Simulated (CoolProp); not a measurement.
Vapour-liquid equilibrium of R13 (1) + isobutane (2) at -72.65 °C; x and y are mole fractions of (1).

The numbers come from the multi-fluid Helmholtz-energy mixture model, Platzer 1990 and Bücker 2006; pair parameters Bell 2016 in CoolProp. This equation is an older, rougher fit; its heat capacities, sound speeds and derivatives of the liquid may be far off and weren't checked against measurements.

Problem. Give the bubble pressure and the first vapour's composition at x = 0.425, 0.5, 0.875. Is there an azeotrope?

Solution. x = 0.425: 93.15 kPa, y = 0.969; x = 0.5: 101.5 kPa, y = 0.974; x = 0.875: 140.8 kPa, y = 0.992. No azeotrope shows between x = 0.05 and 0.95.

Pair parameters are fitted to limited data, so mixtures are less certain than the pure fluids. With so large a gap from Raoult's law the liquid may split in two, which this calculation doesn't test in full.
